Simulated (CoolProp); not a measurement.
Vapour-liquid equilibrium of R22 (1) + C3F8 (R218) (2) at 0.278 bar; x and y are mole fractions of (1).

Computed with CoolProp (multi-fluid Helmholtz-energy mixture model, Kamei 1995 and Lemmon 2006; pair parameters Bell 2016).

Question: Give the bubble temperature and the first vapour's composition at x = 0.05, 0.35, 0.425. Is there an azeotrope?

Answer: x = 0.05: 208.4 K, y = 0.199; x = 0.35: 202.3 K, y = 0.556; x = 0.425: 202.1 K, y = 0.574. y crosses x between x = 0.575 and 0.65: the model has an azeotrope there.

Pair parameters are fitted to limited data, so mixtures are less certain than the pure fluids.
